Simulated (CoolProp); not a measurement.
The numbers come from the reference Helmholtz-energy equation of state, Lemmon 2006 in CoolProp. It is a short technical equation, of lower accuracy than the large ones.

Q: For R141b, give the phase and the density (kg/m³), cp (kJ/(kg K)), cv (kJ/(kg K)), conductivity (mW/(m K)) at -23.95 °C and 1.01 bar; -17.35 °C and 1.01 bar.

A: 
- -23.95 °C and 1.01 bar: liquid; density 1330, cp 1.11, cv 0.774, conductivity 105
- -17.35 °C and 1.01 bar: liquid; density 1310, cp 1.11, cv 0.777, conductivity 103

Thermal conductivity comes from a separate model (Huber 2003), an estimate that may be off by 10 % or more.
